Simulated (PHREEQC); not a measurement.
Make-up at 80 °C: 0.5 mol/kgw ZnCl2, 0.002 mol/kgw KCl and 0.00015 mol/kgw NiCl2. Closed to the air; pH follows from the charge balance.

The numbers come from PHREEQC with the ion-association model, wateq4f.dat.

This is a speciation only: nothing precipitates in the calculation.

Problem. Order these Zn species by the share of Zn that they hold, largest first: ZnCl2, ZnCl3-, ZnCl+, ZnCl4-2, Zn+2.

Solution. ZnCl+ (51 %), Zn+2 (28 %), ZnCl2 (8.8 %), ZnCl3- (6.9 %), ZnCl4-2 (5.0 %)

The pH is 4.47 and the ionic strength 0.704 mol/kgw. Caution: at this ionic strength the ion-association model is outside its range; a Pitzer model would be the better tool where its parameters exist. Away from 25 °C the constants follow the database's enthalpies or fits; those with neither stay at their 25 °C values.
